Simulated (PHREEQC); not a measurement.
A solution holds 0.043 mol KH2PO4, 0.012 mol K2HPO4 and 1.2e-05 mol H4SiO4 per kg of water, at 25 °C. Closed to the air; pH follows from the charge balance.

Equilibrium calculation in PHREEQC: ion-association model, phreeqc.dat.

No solid was allowed to form.

Order these P species by the share of P that they hold, largest first: KHPO4-, H2PO4-, HPO4-2.

H2PO4- (78 %), HPO4-2 (21 %), KHPO4- (1.1 %)

The pH is 6.34 and the ionic strength 0.0778 mol/kgw. Species that the database lacks are ignored.
